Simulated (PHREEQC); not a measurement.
1 kg of water holding 0.007 mol KCl, 0.0078 mol NaCl, 0.14 mol Na2SO4, 0.0064 mol Na2B4O7 and 0.025 mol Na2CO3 is evaporated at 25 °C; the solids stay in contact with the brine. No CO2 enters from the air. The run lets Arcanite, Burkeite, Glaserite, Halite, Kalicinite, Mirabilite, Misenite, Nahcolite, Natron, Sylvite, Thenardite, Trona, Borax, Boric_acid,s, KB5O8:4H2O, K2B4O7:4H2O, NaBO2:4H2O, NaB5O8:5H2O, Teepleite precipitate or redissolve, and no other solid.

Model: Pitzer model, pitzer.dat, run in PHREEQC.

| water left (kg) | ionic strength | water activity | Mirabilite (mol) | Thenardite (mol) | Borax (mol) | K in solution (mol/kgw) | C in solution (mol/kgw) |
|---|---|---|---|---|---|---|---|
| 1 | 0.512 | 0.992 | 0 | 0 | 0 | 0.00700 | 0.0250 |
| 0.8219 | 0.624 | 0.991 | 0 | 0 | 0 | 0.00852 | 0.0304 |
| 0.6755 | [?] | 0.989 | 0 | 0 | 0 | 0.0104 | 0.0370 |
| 0.5552 | 0.923 | 0.987 | 0 | 0 | 0 | 0.0126 | 0.0450 |
| 0.4563 | 1.12 | 0.984 | 0 | 0 | 0 | 0.0153 | 0.0548 |
| 0.3751 | 1.37 | 0.981 | 0 | 0 | 0 | 0.0187 | 0.0667 |
| 0.3083 | [?] | 0.977 | 0 | 0 | 0 | 0.0227 | 0.0811 |
| 0.2534 | [?] | 0.973 | 0 | 0 | 0 | 0.0276 | 0.0987 |
| 0.2083 | 2.47 | 0.968 | 0 | 0 | 0 | 0.0336 | 0.120 |
| 0.1712 | 3.00 | 0.961 | 0 | 0 | 0 | 0.0409 | 0.146 |
| 0.1408 | 3.66 | 0.954 | 0 | 0 | 0 | 0.0497 | 0.178 |
| 0.1158 | 4.46 | 0.944 | 0 | 0 | 0 | 0.0605 | 0.216 |
| 0.09522 | 5.43 | 0.933 | 0 | 0 | 0 | 0.0735 | 0.263 |
| 0.07833 | 6.61 | 0.918 | 0 | 0 | 0 | 0.0894 | 0.319 |
| 0.06033 | [?] | 0.905 | 0.0229 | 0 | 0.000105 | 0.116 | 0.414 |
| 0.04252 | 8.06 | 0.894 | 0.0578 | 0 | [?] | 0.165 | 0.588 |
| 0.02806 | 9.21 | 0.871 | 0.0854 | 0 | 0.00277 | 0.250 | 0.891 |
| 0.01694 | 11.9 | 0.814 | 0.104 | 0 | 0.00369 | 0.413 | 1.48 |
| 0.01617 | 12.3 | 0.805 | 0.0731 | 0.0318 | 0.00375 | 0.433 | 1.55 |
| 0.01617 | 12.3 | 0.805 | 0.0441 | 0.0608 | 0.00375 | 0.433 | 1.55 |

Problem. Some entries are withheld; supply them.

Solution. 
- 0.6755, ionic strength: 0.759
- 0.3083, ionic strength: 1.66
- 0.2534, ionic strength: 2.03
- 0.06033, ionic strength: 7.45
- 0.04252, Borax (mol): 0.00154
